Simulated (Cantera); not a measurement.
A freely propagating, adiabatic, planar premixed flame of CH4 : CO : O2 : N2 = 1 : 0.11 : 1.47 : 5.52 (molar parts), equivalence ratio 1.4, unburnt at 650 K and 1.10 bar; multicomponent+Soret transport, grid criteria slope 0.08 and curve 0.16, no radiation.

Cantera simulation using GRI-Mech 3.0 (53 species, 325 reactions); the numbers are that mechanism's predictions, not measurements. Burning velocities carry a grid error of a few per cent, more on coarse grids.

### Question
Predict: laminar burning velocity; thermal thickness; peak x(O); peak x(OH).

### Answer
```json
{
  "laminar_burning_velocity": "96.5 cm/s",
  "thermal_thickness": "0.386 mm",
  "peak x(O)": "0.000480",
  "peak x(OH)": "0.00362"
}
```
